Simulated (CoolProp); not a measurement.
Acetone along the isotherm -8.55 °C: Z from the reference equation and from simpler models built on Tc = 235.0 °C, pc = 4.692 MPa, ω = 0.307; each cubic takes its own stable root.

Computed with CoolProp (reference Helmholtz-energy equation of state, Lemmon 2006). It is a short technical equation, of lower accuracy than the large ones.

| p (MPa) | phase | reference | Redlich-Kwong | Peng-Robinson |
|---|---|---|---|---|
| 0.704 | liquid | 0.02261 | 0.02996 | 0.02587 |
| 1.41 | liquid | 0.04526 | 0.05993 | 0.05179 |
| 2.11 | liquid | 0.06768 | 0.08958 | 0.07746 |
| 2.82 | liquid | 0.09040 | 0.1196 | 0.1035 |
| 3.52 | liquid | 0.1128 | 0.1491 | 0.1291 |
| 4.22 | liquid | 0.1351 | 0.1786 | 0.1546 |
| 4.93 | liquid | 0.1577 | 0.2084 | 0.1805 |
| 5.63 | liquid | 0.1800 | 0.2378 | 0.2061 |
| 6.33 | liquid | 0.2023 | 0.2671 | 0.2316 |
| 7.04 | liquid | 0.2248 | 0.2967 | 0.2574 |
